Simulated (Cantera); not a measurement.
An adiabatic, constant-pressure homogeneous reactor starts with 4.82 % CH4, 1.74 % H2, 8.10 % O2, 71.4 % N2, 14.0 % H2O, at 1775 K and 0.316 atm.

Model: GRI-Mech 3.0 (53 species, 325 reactions), integrated in Cantera.

Q: Predict: time of steepest temperature rise; temperature at 0.200 s; equilibrium temperature; x(H2) at 0.200 s; x(O2) at 0.200 s; x(NO2) at 0.200 s.

A: 
| Property | Value |
|---|---|
| time of steepest temperature rise | 0.410 ms |
| temperature at 0.200 s | 2402 K |
| equilibrium temperature | 2402 K |
| x(H2) at 0.200 s | 0.0316 (gas-phase equilibrium 0.0316) |
| x(O2) at 0.200 s | 0.00185 (gas-phase equilibrium 0.00185) |
| x(NO2) at 0.200 s | 8.88e-8 (gas-phase equilibrium 8.93e-8) |
